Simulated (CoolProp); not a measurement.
Vapour-liquid equilibrium of CH2F2 (R32) (1) + R1234ze(E) (2) at 1340 kPa; x and y are mole fractions of (1).

Values from CoolProp's multi-fluid Helmholtz-energy mixture model, Tillner-Roth 1997 and Thol 2016; pair parameters Bell 2023.

Q: Give the bubble temperature and the first vapour's composition at x = 0.35, 0.8, 0.95. Is there an azeotrope?

A: x = 0.35: 311.8 K, y = 0.581; x = 0.8: 295.2 K, y = 0.902; x = 0.95: 291.0 K, y = 0.977. No azeotrope shows between x = 0.05 and 0.95.

Pair parameters are fitted to limited data, so mixtures are less certain than the pure fluids.
